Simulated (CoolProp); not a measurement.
Vapour pressure (bar) of carbonyl sulfide: the reference equation beside estimates from Tc = 378.8 K, pc = 63.69 bar, ω = 0.098. Clausius-Clapeyron is anchored at 286.8 K with a constant enthalpy of vaporisation of 15.45 kJ/mol.

Values from CoolProp's reference Helmholtz-energy equation of state, Lemmon 2006. It is a short technical equation, of lower accuracy than the large ones.

| T (K) | reference | Lee-Kesler | Clausius-Clapeyron | Redlich-Kwong | Peng-Robinson |
|---|---|---|---|---|---|
| 207.6 | ? | 0.4599 | 0.8072 | 0.4713 | 0.4808 |
| 220.8 | 0.9145 | 0.9026 | ? | 0.9569 | 0.9293 |
| 234 | 1.643 | 1.629 | 2.216 | 1.761 | 1.657 |
| 247.2 | 2.755 | 2.743 | 3.387 | 2.994 | 2.765 |
| 260.4 | 4.364 | 4.359 | ? | 4.774 | 4.366 |
| 273.6 | 6.590 | 6.597 | 6.995 | 7.220 | 6.586 |
| 286.8 | 9.562 | ? | 9.562 | ? | 9.555 |
| 300 | 13.41 | 13.44 | 12.72 | 14.58 | 13.42 |
| 313.2 | 18.28 | 18.31 | 16.51 | 19.72 | 18.32 |
| 326.4 | 24.31 | 24.34 | 20.99 | 25.98 | 24.41 |
| 339.6 | 31.67 | 31.71 | 26.19 | ? | 31.86 |
| 352.8 | 40.54 | 40.60 | 32.13 | 42.24 | 40.84 |

Q: Some entries are withheld; supply them.

A: 
- 207.6, reference: 0.4678
- 220.8, Clausius-Clapeyron: 1.379
- 260.4, Clausius-Clapeyron: 4.957
- 286.8, Lee-Kesler: 9.582
- 286.8, Redlich-Kwong: 10.45
- 339.6, Redlich-Kwong: 33.46

Absolute difference from the reference over all 12 rows, mean and median: Lee-Kesler 0.5 and 0.2 %, Clausius-Clapeyron 22.3 and 15.5 %, Redlich-Kwong 6.9 and 7.5 %, Peng-Robinson 0.7 and 0.4 %.
